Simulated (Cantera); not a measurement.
A perfectly stirred reactor is fed with 13.6 % CH₄, 18.1 % O₂, 68.3 % N₂, equivalence ratio 1.5, at 2.10 bar; it is adiabatic with a 775 K inlet, and is followed from long to short residence time, starting on the burning branch (τ in s: 0.044, 0.02, 0.0093, 0.0043, 0.002, 0.00091, 0.00042, 0.00019, 9e-05, 4.1e-05).

Computed with Cantera and GRI-Mech 3.0 (53 species, 325 reactions).

Task: Predict: blow-out, bracketed by the residence times tried; x(CH₄) at τ = 44.0 ms; x(O₂) at τ = 44.0 ms; x(CH₃) at τ = 44.0 ms; x(C₂H₄) at τ = 44.0 ms; x(C₂H₆) at τ = 44.0 ms; x(CH₄) at τ = 0.910 ms; x(O₂) at τ = 0.910 ms; x(CH₃) at τ = 0.910 ms; x(C₂H₄) at τ = 0.910 ms; x(C₂H₆) at τ = 0.910 ms.

Result: 
- blow-out, bracketed by the residence times tried: burning at 90.0 µs, out at 41.0 µs
- x(CH₄) at τ = 44.0 ms: 8.08e-5
- x(O₂) at τ = 44.0 ms: 6.25e-5
- x(CH₃) at τ = 44.0 ms: 3.29e-5
- x(C₂H₄) at τ = 44.0 ms: 5.39e-8
- x(C₂H₆) at τ = 44.0 ms: 1.95e-9
- x(CH₄) at τ = 0.910 ms: 0.00103
- x(O₂) at τ = 0.910 ms: 0.00155
- x(CH₃) at τ = 0.910 ms: 0.000598
- x(C₂H₄) at τ = 0.910 ms: 1.40e-5
- x(C₂H₆) at τ = 0.910 ms: 5.92e-7
